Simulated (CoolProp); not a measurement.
Saturation properties of CH2F2 (R32) (Tc = 351.3 K, pc = 5783 kPa, ω = 0.277).

Computed with CoolProp (reference Helmholtz-energy equation of state, Tillner-Roth 1997).

```csv
T (K),p (kPa),vapour density (kg/m³),enthalpy of vaporisation (kJ/kg),liquid conductivity (mW/(m K))
219.1,89.53,2.660,384.4,195
223.2,110.4,3.239,380.0,192
227.2,134.4,3.897,375.6,189
231.2,162.3,4.655,371.0,187
235.2,194.5,5.526,366.4,184
239.2,231.6,6.522,361.6,181
243.2,274.0,7.654,356.8,178
247.2,322.2,8.937,351.8,175
251.2,376.7,10.39,346.6,172
255.2,438.1,12.02,341.3,169
259.2,506.9,13.85,335.8,166
263.2,583.6,15.90,330.2,162
267.2,669.0,18.19,324.4,159
271.3,766.0,20.81,318.2,156
275.3,870.6,23.66,311.9,153
```

It boils at 221.5 K under 1 atm.

Thermal conductivity comes from a separate model (Huber 2003), an estimate that may be off by 10 % or more.
